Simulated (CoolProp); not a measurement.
Vapour-liquid equilibrium of propane (1) + R113 (2) at -31.15 °C; x and y are mole fractions of (1).

Values from CoolProp's multi-fluid Helmholtz-energy mixture model, Lemmon 2009 and Marx 1992; pair parameters Bell 2016.

| x | bubble pressure, mixture model (MPa) | bubble pressure, Raoult's law (MPa) | y, mixture model | y, Raoult's law |
|---|---|---|---|---|
| 0.05 | 0.01387 | 0.01051 | 0.819 | 0.763 |
| 0.15 | 0.03487 | 0.02628 | 0.934 | 0.915 |
| 0.25 | 0.05369 | 0.04206 | 0.961 | 0.953 |
| 0.35 | 0.07039 | 0.05783 | 0.973 | 0.971 |
| 0.45 | 0.08531 | 0.07361 | 0.980 | 0.980 |
| 0.55 | 0.09892 | 0.08938 | 0.985 | 0.987 |
| 0.65 | 0.1118 | 0.1052 | 0.989 | 0.991 |
| 0.75 | 0.1246 | 0.1209 | 0.992 | 0.995 |
| 0.85 | 0.1379 | 0.1367 | 0.995 | 0.997 |
| 0.95 | 0.1524 | 0.1525 | 0.998 | 0.999 |

The largest gap from Raoult's law is +32.7 % in bubble pressure, at x = 0.15. No azeotrope shows between x = 0.05 and 0.95.

The pair parameters rest on a limited set of measurements; away from them the model extrapolates.
